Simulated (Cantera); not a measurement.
## MgF₂ + H₂O + H₂ (halide evaporation, hydrolysis and transport)

Feed: 1 mol MgF₂, 1.3 mol H₂O, 22 mol H₂, held at 128 Torr.

Method: chemical equilibrium by Gibbs-energy minimisation in Cantera with the NASA 1993 tables (ideal gas, pure condensed phases). Candidate condensed phases: H₂O, Mg, MgF₂, MgO, Mg(OH)₂; 31 gas species. The tables' values for MgH are old estimates; treat these amounts as uncertain. Equilibrium is a limit: real reactors are often held back by kinetics, nucleation or transport.

| T (°C) | x H₂ | x HF | x H₂O | x Mg | x H | x MgF₂ | x MgF | x MgOH | n MgO(s) |
|---|---|---|---|---|---|---|---|---|---|
| 1427 | 0.905 | 0.0791 | 0.0140 | 3.62e-5 | 0.000340 | 0.00156 | 4.26e-5 | 2.68e-7 | 0.960 |
| 1502 | 0.904 | 0.0776 | 0.0149 | 0.000143 | 0.000668 | 0.00227 | 0.000119 | 9.39e-7 | 0.938 |
| 1577 | 0.903 | 0.0758 | 0.0162 | 0.000489 | 0.00124 | 0.00306 | 0.000293 | 2.96e-6 | 0.906 |
| 1652 | 0.900 | 0.0738 | 0.0182 | 0.00145 | 0.00220 | 0.00382 | 0.000640 | 8.48e-6 | 0.856 |
| 1727 | 0.894 | 0.0718 | 0.0216 | 0.00370 | 0.00373 | 0.00438 | 0.00123 | 2.24e-5 | 0.771 |
| 1802 | 0.882 | 0.0699 | 0.0271 | 0.00817 | 0.00607 | 0.00462 | 0.00210 | 5.48e-5 | 0.631 |
| 1877 | 0.863 | 0.0682 | 0.0357 | 0.0158 | 0.00950 | 0.00454 | 0.00320 | 0.000125 | 0.409 |
x: gas mole fraction; n: condensed amount in mol.

From 1427 °C to 1877 °C the condensed part is MgO(s). The main Mg-bearing gas is MgF₂ at 1427 °C and Mg at 1877 °C. The share of Mg in condensed phases is highest at 1427 °C (96.0 %) and lowest at 1877 °C (40.9 %).
